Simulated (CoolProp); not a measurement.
CH3F (R41) along the isobar 7.08 MPa: Z from the reference equation and from simpler models built on Tc = 44.1 °C, pc = 5.906 MPa, ω = 0.200; each cubic takes its own stable root.

Values from CoolProp's reference Helmholtz-energy equation of state, Lemmon 2006. It is a short technical equation, of lower accuracy than the large ones.

```csv
T (°C),phase,reference,van der Waals,Redlich-Kwong,Soave-Redlich-Kwong,Peng-Robinson
-67.65,liquid,0.1623,0.3014,0.2086,0.2041,0.1809
-60.55,liquid,0.1596,0.2956,0.2054,0.2007,0.1778
-53.55,liquid,0.1573,0.2905,0.2028,0.1978,0.1752
-46.45,liquid,0.1552,0.2860,0.2006,0.1954,0.1730
-39.35,liquid,0.1535,0.2820,0.1988,0.1935,0.1713
-32.25,liquid,0.1521,0.2787,0.1976,0.1922,0.1700
-25.25,liquid,0.1511,0.2760,0.1970,0.1913,0.1693
-18.15,liquid,0.1505,0.2739,0.1969,0.1911,0.1691
-11.05,liquid,0.1502,0.2724,0.1974,0.1915,0.1694
```
